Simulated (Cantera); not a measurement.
Sublimation and decomposition of ceramics: TiC + C + H2

Input: 1 mol TiC, 0.41 mol C, 1.8 mol H2, held at 7.50 Torr.

Method: chemical equilibrium by Gibbs-energy minimisation in Cantera with the NASA 1993 tables (ideal gas, pure condensed phases). Candidate condensed phases: C, C6H6, C7H8, C8H18, Ti, TiC; 77 gas species. TiC: taken at fixed stoichiometry. Kinetics and transport are ignored.

From 2048 K to 2848 K the condensed part is C(graphite) + TiC(s). The main Ti-bearing gas is Ti throughout.

| T (K) | x H2 | x H | x C2H2 (acetylene) | x Ti | x C3 | x C2H | x C | n C(graphite) | n TiC(s) |
|---|---|---|---|---|---|---|---|---|---|
| 2048 | 0.977 | 0.0221 | 0.00102 | 1.89e-7 | 8.79e-9 | 5.09e-7 | 8.36e-9 | 0.406 | 1.00 |
| 2148 | 0.957 | 0.0408 | 0.00183 | 1.09e-6 | 8.21e-8 | 2.33e-6 | 5.92e-8 | 0.403 | 1.000 |
| 2248 | 0.926 | 0.0707 | 0.00307 | 5.41e-6 | 6.25e-7 | 9.24e-6 | 3.52e-7 | 0.398 | 1.000 |
| 2348 | 0.879 | 0.116 | 0.00481 | 2.33e-5 | 3.99e-6 | 3.22e-5 | 1.80e-6 | 0.391 | 1.000 |
| 2448 | 0.813 | 0.180 | 0.00703 | 8.89e-5 | 2.17e-5 | 9.96e-5 | 8.02e-6 | 0.382 | 1.000 |
| 2548 | 0.726 | 0.264 | 0.00958 | 0.000305 | 0.000103 | 0.000276 | 3.18e-5 | 0.368 | 0.999 |
| 2648 | 0.620 | 0.366 | 0.0121 | 0.000949 | 0.000435 | 0.000688 | 0.000114 | 0.351 | 0.998 |
| 2748 | 0.499 | 0.480 | 0.0140 | 0.00272 | 0.00164 | 0.00155 | 0.000369 | 0.327 | 0.994 |
| 2848 | 0.375 | 0.592 | 0.0147 | 0.00721 | 0.00564 | 0.00316 | 0.00110 | 0.282 | 0.981 |
x: gas mole fraction; n: condensed amount in mol.
